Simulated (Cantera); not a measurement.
Mixture: CH4 : O2 : N2 = 1 : 4.17 : 15.7 (molar parts), equivalence ratio 0.48, at 0.306 atm, adiabatic and at constant volume. Ignition delay is the time to a rise of 400 K.

Model: GRI-Mech 3.0 (53 species, 325 reactions), integrated in Cantera.

**Question.** What does this change do: CH4 1 to 1.4 parts?

**Answer.** 
```csv
quantity,before,after
delay at 1025 K,1.46 s,1.73 s
delay at 1100 K,0.381 s,0.454 s
delay at 1175 K,0.112 s,0.133 s
delay at 1250 K,37.1 ms,43.8 ms
delay at 1325 K,13.9 ms,16.1 ms
delay at 1400 K,6.00 ms,6.71 ms
delay at 1475 K,2.93 ms,3.16 ms
apparent activation energy between 1325 and 1475 K,170 kJ/mol,180 kJ/mol
```

**Question.** What does this change do: 0.44 parts H2O added?

**Answer.** 
```csv
quantity,before,after
delay at 1025 K,1.46 s,1.52 s
delay at 1100 K,0.381 s,0.401 s
delay at 1175 K,0.112 s,0.119 s
delay at 1250 K,37.1 ms,39.3 ms
delay at 1325 K,13.9 ms,14.7 ms
delay at 1400 K,6.00 ms,6.24 ms
delay at 1475 K,2.93 ms,3.01 ms
apparent activation energy between 1325 and 1475 K,170 kJ/mol,170 kJ/mol
```
